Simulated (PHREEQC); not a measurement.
0.47 g of hydrous ferric oxide (600 m²/g; 0.2 weak and 0.005 strong sites per Fe, Dzombak-Morel constants, diffuse double layer) in 1 kg of water with 0.1 mol/kgw of an inert sodium salt, at 25 °C; the pH is set by adding NaOH or the inert anion's acid. Oxygen alone is held at its pressure in air (log pO2 = -0.68). No CO2 enters from the air. Nothing may precipitate in this run.

Model: ion-association model, wateq4f.dat, run in PHREEQC.

### Question
Predict surface charge σ (C/m²), surface potential ψ (mV) at pH = 4.12, 4.88, 5.25.

### Answer
```csv
pH,surface charge σ (C/m²),surface potential ψ (mV)
4.12,0.311,145
4.88,0.229,129
5.25,0.186,119
```

Complexes and solids missing from the database can't appear. The oxide is taken as insoluble; below pH 4 it would dissolve.
